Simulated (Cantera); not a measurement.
Charge: 1 mol C₆H₆, 18 mol H₂, held at 73.0 mbar.

These are equilibrium values from Cantera (NASA tables, ideal gas, pure condensed phases), not measurements of a reactor. Candidate condensed phases: C, C₆H₆, C₇H₈, C₈H₁₈; 76 gas species. The numbers say what is thermodynamically allowed, not how fast it happens.

x: gas mole fraction; n: condensed amount in mol.

```json
[
 {"T (K)": "2098", "x H₂": "0.987", "x H": "0.0113", "x C₂H₂ (acetylene)": "0.00141", "x C₂H": "4.15e-7", "x C₄H₂": "8.14e-7", "x CH₄": "2.36e-5", "x CH₃": "…", "n C(graphite)": "5.94"},
 {"T (K)": "2148", "x H₂": "0.983", "x H": "0.0153", "x C₂H₂ (acetylene)": "0.00188", "x C₂H": "8.75e-7", "x C₄H₂": "1.46e-6", "x CH₄": "2.08e-5", "x CH₃": "…", "n C(graphite)": "5.92"},
 {"T (K)": "2198", "x H₂": "0.977", "x H": "0.0204", "x C₂H₂ (acetylene)": "0.00248", "x C₂H": "1.78e-6", "x C₄H₂": "2.56e-6", "x CH₄": "1.84e-5", "x CH₃": "…", "n C(graphite)": "5.89"},
 {"T (K)": "2248", "x H₂": "0.970", "x H": "0.0268", "x C₂H₂ (acetylene)": "0.00321", "x C₂H": "3.50e-6", "x C₄H₂": "4.35e-6", "x CH₄": "1.63e-5", "x CH₃": "…", "n C(graphite)": "5.86"},
 {"T (K)": "2298", "x H₂": "0.961", "x H": "0.0348", "x C₂H₂ (acetylene)": "0.00411", "x C₂H": "6.68e-6", "x C₄H₂": "7.20e-6", "x CH₄": "1.45e-5", "x CH₃": "…", "n C(graphite)": "5.82"},
 {"T (K)": "2348", "x H₂": "0.950", "x H": "0.0446", "x C₂H₂ (acetylene)": "0.00519", "x C₂H": "1.24e-5", "x C₄H₂": "1.16e-5", "x CH₄": "1.29e-5", "x CH₃": "…", "n C(graphite)": "5.77"},
 {"T (K)": "2398", "x H₂": "0.937", "x H": "0.0564", "x C₂H₂ (acetylene)": "0.00647", "x C₂H": "2.23e-5", "x C₄H₂": "1.84e-5", "x CH₄": "1.14e-5", "x CH₃": "…", "n C(graphite)": "5.72"},
 {"T (K)": "2448", "x H₂": "0.921", "x H": "0.0707", "x C₂H₂ (acetylene)": "0.00797", "x C₂H": "3.92e-5", "x C₄H₂": "2.84e-5", "x CH₄": "1.01e-5", "x CH₃": "…", "n C(graphite)": "5.65"},
 {"T (K)": "2498", "x H₂": "0.903", "x H": "0.0876", "x C₂H₂ (acetylene)": "0.00968", "x C₂H": "6.72e-5", "x C₄H₂": "4.29e-5", "x CH₄": "8.95e-6", "x CH₃": "…", "n C(graphite)": "5.57"},
 {"T (K)": "2548", "x H₂": "0.881", "x H": "0.107", "x C₂H₂ (acetylene)": "0.0116", "x C₂H": "0.000112", "x C₄H₂": "6.34e-5", "x CH₄": "7.87e-6", "x CH₃": "…", "n C(graphite)": "5.47"}
]
```

Q: Complete the blanks.

A: 
- 2098, x CH₃: 5.27e-6
- 2148, x CH₃: 6.26e-6
- 2198, x CH₃: 7.35e-6
- 2248, x CH₃: 8.55e-6
- 2298, x CH₃: 9.85e-6
- 2348, x CH₃: 1.12e-5
- 2398, x CH₃: 1.27e-5
- 2448, x CH₃: 1.42e-5
- 2498, x CH₃: 1.56e-5
- 2548, x CH₃: 1.71e-5
